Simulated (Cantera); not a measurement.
**Thermodynamics of silicon oxide and oxynitride deposition, feed SiF4 + N2O + N2**

Input: 1 mol SiF4, 18 mol N2O, 27 mol N2, held at 848 K and 0.0100 bar.

Cantera equilibrium calculation (NASA polynomials, part measured and part estimated; ideal gas, pure solids and liquids). Candidate condensed phases: Si, SiO2, Si2N2O, Si3N4; 28 gas species. The numbers say what is thermodynamically allowed, not how fast it happens.

```json
{
  "x(N2)": "0.818",
  "x(O2)": "0.164",
  "x(SiF4)": "0.0182",
  "x(NO)": "3.92e-6",
  "gas_amount": "55.00 mol",
  "log10 activity of Si(s) (absent)": "-43.84"
}
```
